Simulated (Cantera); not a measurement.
Reactions in the system Cl-N-O

Standard-state values (1 bar) from the NASA 1993 polynomials, evaluated with Cantera. Values are per mole of reaction as written; species without (g) are pure solids or liquids, kept so even where they would boil at 1 bar.

N2O(g) + O3(g) = 2 NO2(g)

| T (K) | ΔH° (kJ) | ΔS° (J/K) | ΔG° (kJ) | log10 K |
|---|---|---|---|---|
| 300 | -155.0 | 21.3 | -161.4 | 28.10 |
| 623 | -156.8 | 17.3 | -167.6 | 14.05 |
| 673 | -157.1 | 16.8 | -168.5 | 13.07 |
| 723 | -157.4 | 16.4 | -169.3 | 12.23 |
| 773 | -157.7 | 16.0 | -170.1 | 11.49 |
| 823 | -158.0 | 15.7 | -170.9 | 10.85 |
| 873 | -158.3 | 15.3 | -171.7 | 10.27 |

3 O(g) = O3(g)

```csv
T (K),ΔH° (kJ),ΔS° (J/K),ΔG° (kJ),log10 K
300,-605.8,-244.3,-532.5,92.71
623,-611.7,-258.3,-450.7,37.79
673,-612.3,-259.2,-437.8,33.98
723,-612.8,-260.0,-424.8,30.69
773,-613.3,-260.7,-411.8,27.83
823,-613.8,-261.2,-398.8,25.31
873,-614.2,-261.7,-385.7,23.08
```

2 O2(g) + N2(g) = 2 NO2(g)

```csv
T (K),ΔH° (kJ),ΔS° (J/K),ΔG° (kJ),log10 K
300,68.4,-121.6,104.9,-18.26
623,66.3,-126.9,145.3,-12.19
673,66.3,-126.9,151.7,-11.77
723,66.3,-126.9,158.0,-11.42
773,66.4,-126.8,164.4,-11.11
823,66.5,-126.7,170.7,-10.83
873,66.6,-126.5,177.0,-10.59
```

2 Cl(g) = Cl2(g)

```json
[
 {"T (K)": "300", "ΔH° (kJ)": "-242.6", "ΔS° (J/K)": "-107.4", "ΔG° (kJ)": "-210.4", "log10 K": "36.64"},
 {"T (K)": "623", "ΔH° (kJ)": "-245.7", "ΔS° (J/K)": "-114.3", "ΔG° (kJ)": "-174.5", "log10 K": "14.63"},
 {"T (K)": "673", "ΔH° (kJ)": "-246.1", "ΔS° (J/K)": "-114.9", "ΔG° (kJ)": "-168.7", "log10 K": "13.10"},
 {"T (K)": "723", "ΔH° (kJ)": "-246.5", "ΔS° (J/K)": "-115.6", "ΔG° (kJ)": "-163.0", "log10 K": "11.77"},
 {"T (K)": "773", "ΔH° (kJ)": "-247.0", "ΔS° (J/K)": "-116.1", "ΔG° (kJ)": "-157.2", "log10 K": "10.62"},
 {"T (K)": "823", "ΔH° (kJ)": "-247.4", "ΔS° (J/K)": "-116.6", "ΔG° (kJ)": "-151.4", "log10 K": "9.61"},
 {"T (K)": "873", "ΔH° (kJ)": "-247.7", "ΔS° (J/K)": "-117.1", "ΔG° (kJ)": "-145.5", "log10 K": "8.71"}
]
```
